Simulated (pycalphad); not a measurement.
CALPHAD calculation (pycalphad, COST 507 light-alloy database (1999)), 1 atm. These are 1990s assessments: newer ones move some temperatures and phases. Phase fractions are per mole of atoms.

Q: Give the equilibrium state of Si-84.75Al-9.994C (wt.%) at 1750 K.

A: LIQUID, fraction 0.536, with 91.6 Al, 0.08 C wt.%; AL4C3, fraction 0.464, with 74.4 Al, 25.0 C wt.%.

Q: Give the equilibrium state of Si-84.75Al-9.994C (wt.%) at 2450 K.

A: LIQUID, fraction 0.996, with 84.9 Al, 9.8 C wt.%; GRAPHITE, fraction 0.004, with no Al, 100 C wt.%.

Database names, with the compositions (at.%) that they take in these runs: AL4C3: Al 57 C 43 Si 0. An entry "none" or "no" means that the model of the phase leaves that element out.
